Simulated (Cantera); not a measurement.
Predominance diagram of Ca at 1350 K against the partial pressures of O2 and Br2 (log10, bar). Source: NASA polynomial tables (part measured, part estimated), evaluated in Cantera. Candidates: Ca(l), CaBr2(l), CaO(s). Only these pure phases compete in this equilibrium. Not in the tables: oxide halides.

### Question
Which phase is stable at these pairs, and which metal-bearing vapour leads over it? (-25.4, -4.8); (0, -1.2); (-21.8, 0); (-10.9, -8.4); (-5.4, -7.2); (-1.8, -10.8); (-5.4, -3.6)

### Answer
| log p(O2) | log p(Br2) | phase | chief vapour | log p (bar) |
|---|---|---|---|---|
| -25.4 | -4.8 | CaBr2(l) | CaBr2 | -3.0 |
| 0 | -1.2 | CaO(s) | CaBr2 | -3.0 |
| -21.8 | 0 | CaBr2(l) | CaBr2 | -3.0 |
| -10.9 | -8.4 | CaO(s) | CaBr2 | -4.8 |
| -5.4 | -7.2 | CaO(s) | CaBr2 | -6.3 |
| -1.8 | -10.8 | CaO(s) | CaBr2 | -11.7 |
| -5.4 | -3.6 | CaBr2(l) | CaBr2 | -3.0 |
